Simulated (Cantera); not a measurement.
## Thermodynamics of chlorosilane synthesis and conversion, feed Si + Cl2 + H2 + HCl

Charge: 1 mol Si, 0.71 mol Cl2, 14 mol H2, 1.4 mol HCl, at 1.00 bar.

Method: chemical equilibrium by Gibbs-energy minimisation in Cantera with the NASA 1993 tables (ideal gas, pure condensed phases). Candidate condensed phases: Si; 19 gas species. The tables' values for SiCl3, SiCl are old estimates; treat these amounts as uncertain. Gases not in the tables: Si2H6 and higher silanes. Rates play no part.

```tsv
T (°C)	x H2	x HCl	x SiCl2	x SiCl4	x SiHCl3	x SiCl3	x SiH2Cl2	n Si(s)	n Si(l)
300	0.947	1.39e-5	7.73e-11	0.0265	0.0254	3.00e-8	0.00112	0.189	0
450	0.947	0.000322	8.55e-8	0.0273	0.0240	3.06e-6	0.00146	0.193	0
600	0.946	0.00247	8.20e-6	0.0276	0.0226	6.20e-5	0.00169	0.204	0
750	0.940	0.0102	0.000196	0.0265	0.0207	0.000496	0.00179	0.237	0
900	0.927	0.0278	0.00190	0.0223	0.0173	0.00207	0.00172	0.299	0
1050	0.904	0.0549	0.00911	0.0138	0.0115	0.00479	0.00138	0.363	0
1200	0.882	0.0793	0.0224	0.00485	0.00506	0.00564	0.000828	0.382	0
1350	0.871	0.0900	0.0325	0.00102	0.00153	0.00377	0.000387	0.370	0
1500	0.865	0.0969	0.0349	0.000208	0.000436	0.00207	0.000164	0	0.392
```
x: gas mole fraction; n: condensed amount in mol.

From 300 °C to 1350 °C the condensed part is Si(s). At 1500 °C the condensed part is Si(l). The main Si-bearing gas is SiCl4 at 300 °C and SiCl2 at 1500 °C. The share of Si in condensed phases is highest at 1500 °C (39.2 %) and lowest at 300 °C (18.9 %).
